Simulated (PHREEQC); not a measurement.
Consider water at 25 °C with 1.7 mmol/kgw Pb(NO3)2, 0.0086 mmol/kgw NiCl2, 0.0022 mmol/kgw HCl and 2.7 mmol/kgw Na2SO4. Closed to the air; pH follows from the charge balance.

Model: ion-association model, wateq4f.dat, run in PHREEQC.

This is a speciation only: nothing precipitates in the calculation.

Q: What pH does the model give?

A: pH 5.34.

Q: In which forms is Pb present?

A: Pb+2 65 %, PbSO4 33 %, PbNO3+ 2.1 % of the Pb.

The solution is supersaturated, for example in Anglesite, Larnakite, so a real one may precipitate; this is no full list.
